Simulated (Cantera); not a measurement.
Charge: 1 mol Si, 0.036 mol CO2, 3 mol N2, at 1825 °C and 5.60 mbar.

Cantera equilibrium calculation (NASA polynomials, part measured and part estimated; ideal gas, pure solids and liquids). Candidate condensed phases: C, Si, SiC, SiO2, Si2N2O, Si3N4; 34 gas species. Mutual solubility and eutectic melting of coexisting phases are not modelled. The tables' values for SiN are old estimates; treat these amounts as uncertain. The numbers say what is thermodynamically allowed, not how fast it happens.

Q: What is the equilibrium state?

A: 
```json
{
 "x(N2)": "0.952",
 "x(Si)": "0.0234",
 "x(SiO)": "0.0150",
 "x(CO)": "0.00781",
 "x(Si2C)": "0.000949",
 "x(Si2N)": "0.000427",
 "x(SiN)": "0.000355",
 "x(Si2)": "0.000303",
 "x(Si3)": "6.20e-5",
 "n(Si(l))": "0.858 mol",
 "n(SiC(s))": "0.00834 mol",
 "gas_amount": "3.151 mol",
 "log10 activity of C(graphite) (absent)": "-1.11"
}
```
